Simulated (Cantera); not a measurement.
Feed: 1 mol BCl3, 27 mol N2, at 577 °C and 0.0100 bar.

These are equilibrium values from Cantera (NASA tables, ideal gas, pure condensed phases), not measurements of a reactor. Candidate condensed phases: B, BN; 10 gas species. Kinetics and transport are ignored.

Base state: N2 0.964, BCl3 0.0357 (mole fractions); condensed: gas only.

### Question
What changes in the equilibrium state with this change: 0.59 mol O2 added?

### Answer
| species | before | after |
|---|---|---|
| N2 | 0.964 | 0.951 |
| Cl2 | 3.06e-9 | 0.0415 |
| BCl3 | 0.0357 | 0.00655 |
| B3O3Cl3 | 0 | 0.000960 |
| Cl | 1.54e-8 | 5.69e-5 |
| B2O3(l), mol | 0 | 0.366 |
Further candidate phases: B2O3.
